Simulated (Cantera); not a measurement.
A Cantera script and its output.

```python
import numpy as np
import cantera as ct

gas = ct.Solution("gri30.yaml")
gas.TPX = 650, 250000, {'CH4': 1, 'O2': 4.88, 'N2': 18.3, 'H2O': 0.61}
inlet = ct.Reservoir(gas, clone=True)
gas.equilibrate("HP")  # start burning
reactor = ct.IdealGasConstPressureReactor(gas, energy="on", clone=False)
exhaust = ct.Reservoir(gas, clone=True)
tau = [0.09, 0.037, 0.015, 0.0061, 0.0025, 0.001, 0.00041, 0.00017, 6.8e-05, 2.8e-05][0]
for a, b in ((inlet, reactor), (reactor, exhaust)):
    ct.MassFlowController(a, b, mdot=lambda t: reactor.mass / tau)
net = ct.ReactorNet([reactor])
show = ['CH4', 'O2', 'H2O', 'H2', 'CO', 'NO2', 'CH2O']

rows = []
print(f"{'tau/s':>10s}{'T/K':>9s}" + "".join(f"{s:>11s}" for s in show))
for tau in [0.09, 0.037, 0.015, 0.0061, 0.0025, 0.001, 0.00041, 0.00017, 6.8e-05, 2.8e-05]:
    net.initial_time = 0.0
    net.advance(30 * tau)
    before = gas.X
    net.advance(40 * tau)
    drift = np.max(np.abs(gas.X - before) / (gas.X + 1e-9))
    rows.append([gas.T, *gas[show].X, drift])
    print(f"{tau:10.3e}{gas.T:9.1f}" + "".join(f"{x:11.3e}" for x in gas[show].X))
```

Output:

```
     tau/s      T/K        CH4         O2        H2O         H2         CO        NO2       CH2O
 9.000e-02   1563.8  1.790e-05  1.162e-01  1.051e-01  1.505e-05  1.920e-04  1.802e-08  1.445e-06
 3.700e-02   1561.6  3.254e-05  1.163e-01  1.050e-01  2.784e-05  3.633e-04  2.102e-08  2.724e-06
 1.500e-02   1557.5  6.013e-05  1.165e-01  1.048e-01  5.273e-05  6.986e-04  2.093e-08  5.255e-06
 6.100e-03   1550.0  1.131e-04  1.169e-01  1.045e-01  1.010e-04  1.357e-03  1.693e-08  1.032e-05
 2.500e-03   1535.3  2.225e-04  1.177e-01  1.040e-01  1.972e-04  2.694e-03  1.132e-08  2.097e-05
 1.000e-03   1499.2  5.442e-04  1.200e-01  1.028e-01  4.375e-04  6.070e-03  6.166e-09  5.125e-05
 4.100e-04    650.0  4.034e-02  1.969e-01  2.461e-02  2.423e-17  1.356e-16  3.267e-21  1.894e-17
 1.700e-04    650.0  4.034e-02  1.969e-01  2.461e-02  1.459e-20  8.168e-20  1.967e-24  3.014e-19
 6.800e-05    650.0  4.034e-02  1.969e-01  2.461e-02  2.574e-23  1.438e-22  3.465e-27  4.705e-20
 2.800e-05    650.0  4.034e-02  1.969e-01  2.461e-02  2.674e-26  1.139e-25  2.744e-30  7.900e-21
```

Cantera simulation using GRI-Mech 3.0 (53 species, 325 reactions); the numbers are that mechanism's predictions, not measurements.
